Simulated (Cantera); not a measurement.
A Cantera script and its output.

```python
import numpy as np
import cantera as ct

gas = ct.Solution("gri30.yaml")
gas.TPX = 523, 500000, {'CH4': 1, 'C2H6': 0.06, 'O2': 4.33, 'N2': 16.3, 'H2O': 2.4}
inlet = ct.Reservoir(gas, clone=True)
gas.equilibrate("HP")  # start burning
reactor = ct.IdealGasConstPressureReactor(gas, energy="on", clone=False)
exhaust = ct.Reservoir(gas, clone=True)
tau = [0.031, 0.012, 0.0045, 0.0017, 0.00064, 0.00024, 9.2e-05, 3.5e-05, 1.3e-05][0]
for a, b in ((inlet, reactor), (reactor, exhaust)):
    ct.MassFlowController(a, b, mdot=lambda t: reactor.mass / tau)
net = ct.ReactorNet([reactor])
show = ['CH4', 'C2H6', 'O2', 'CO2', 'HCN', 'C2H2']

rows = []
print(f"{'tau/s':>10s}{'T/K':>9s}" + "".join(f"{s:>11s}" for s in show))
for tau in [0.031, 0.012, 0.0045, 0.0017, 0.00064, 0.00024, 9.2e-05, 3.5e-05, 1.3e-05]:
    net.initial_time = 0.0
    net.advance(30 * tau)
    before = gas.X
    net.advance(40 * tau)
    drift = np.max(np.abs(gas.X - before) / (gas.X + 1e-9))
    rows.append([gas.T, *gas[show].X, drift])
    print(f"{tau:10.3e}{gas.T:9.1f}" + "".join(f"{x:11.3e}" for x in gas[show].X))
```

Result:

```
     tau/s      T/K        CH4       C2H6         O2        CO2        HCN       C2H2
 3.100e-02   1550.5  4.142e-05  6.115e-07  8.815e-02  4.594e-02  1.164e-09  1.375e-06
 1.200e-02   1545.1  8.786e-05  1.403e-06  8.850e-02  4.535e-02  2.001e-09  2.309e-06
 4.500e-03   1530.5  2.164e-04  3.827e-06  8.950e-02  4.377e-02  3.076e-09  3.895e-06
 1.700e-03    523.0  4.151e-02  2.491e-03  1.797e-01 -6.665e-16 -5.029e-23 -3.413e-19
 6.400e-04    523.0  4.151e-02  2.491e-03  1.797e-01 -4.165e-19 -3.143e-26 -2.133e-22
 2.400e-04    523.0  4.151e-02  2.491e-03  1.797e-01 -2.631e-20 -1.985e-27 -1.347e-23
 9.200e-05    523.0  4.151e-02  2.491e-03  1.797e-01 -1.662e-21 -1.254e-28 -8.510e-25
 3.500e-05    523.0  4.151e-02  2.491e-03  1.797e-01 -1.050e-22 -7.921e-30 -5.376e-26
 1.300e-05    523.0  4.151e-02  2.491e-03  1.797e-01 -6.632e-24 -5.003e-31 -3.396e-27
```

Detailed kinetics in Cantera: GRI-Mech 3.0 (53 species, 325 reactions).
